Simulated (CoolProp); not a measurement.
Vapour-liquid equilibrium of carbonyl sulfide (1) + propane (2) at 0.474 MPa; x and y are mole fractions of (1).

Computed with CoolProp (multi-fluid Helmholtz-energy mixture model, Lemmon 2006 and Lemmon 2009; pair parameters Bell 2016).

```
x     bubble temperature, mixture model (K)  bubble temperature, Raoult's law (K)  y, mixture model  y, Raoult's law
----  -------------------------------------  ------------------------------------  ----------------  ---------------
0.05                                  272.3                                 272.5             0.070            0.067
0.15                                  270.9                                 271.4             0.197            0.195
0.25                                  269.7                                 270.2             0.310            0.314
0.35                                  268.6                                 269.1             0.415            0.425
0.45                                  267.7                                 268.1             0.515            0.530
0.55                                  266.8                                 267.1             0.611            0.627
0.65                                  265.9                                 266.1             0.704            0.719
0.75                                  265.1                                 265.2             0.794            0.805
0.85                                  264.2                                 264.3             0.881            0.887
0.95                                  263.4                                 263.4             0.962            0.963
```

The largest gap from Raoult's law is -0.5 K in bubble temperature, at x = 0.25. No azeotrope shows between x = 0.05 and 0.95.

The pair parameters rest on a limited set of measurements; away from them the model extrapolates.
